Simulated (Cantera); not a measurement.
## Carbothermic reduction: Fe₂O₃ + CO + N₂

Input: 1 mol Fe₂O₃, 10 mol CO, a varied amount of N₂, equilibrated at 2275 K and 10.0 Torr.

Method: chemical equilibrium by Gibbs-energy minimisation in Cantera with the NASA 1993 tables (ideal gas, pure condensed phases). Candidate condensed phases: C, Fe, Fe(CO)₅, FeO, Fe₂O₃, Fe₃O₄; 27 gas species. The tables' stoichiometric FeO is somewhat more stable than real wüstite, so its field is too wide. FeO: taken at fixed stoichiometry. Equilibrium is a limit: real reactors are often held back by kinetics, nucleation or transport.

From 0.16 mol N₂ to 5.4 mol N₂ the condensed part is FeO(l). At 11 mol N₂ nothing is condensed. The main Fe-bearing gas is Fe throughout. The share of Fe in condensed phases is highest at 0.16 mol N₂ (28.2 %) and lowest at 11 mol N₂ (0.0 %).

| n(N₂) (mol) | x CO | x N₂ | x CO₂ | x Fe | n FeO(l) |
|---|---|---|---|---|---|
| 0.16 | 0.661 | 0.0137 | 0.200 | 0.117 | 0.564 |
| 0.32 | 0.650 | 0.0271 | 0.198 | 0.116 | 0.551 |
| 0.64 | 0.630 | 0.0526 | 0.194 | 0.115 | 0.525 |
| 1.3 | 0.591 | 0.101 | 0.187 | 0.112 | 0.472 |
| 2.7 | 0.523 | 0.188 | 0.173 | 0.107 | 0.366 |
| 5.4 | 0.426 | 0.312 | 0.153 | 0.0987 | 0.177 |
| 11 | 0.314 | 0.477 | 0.120 | 0.0807 | 0 |
x: gas mole fraction; n: condensed amount in mol.
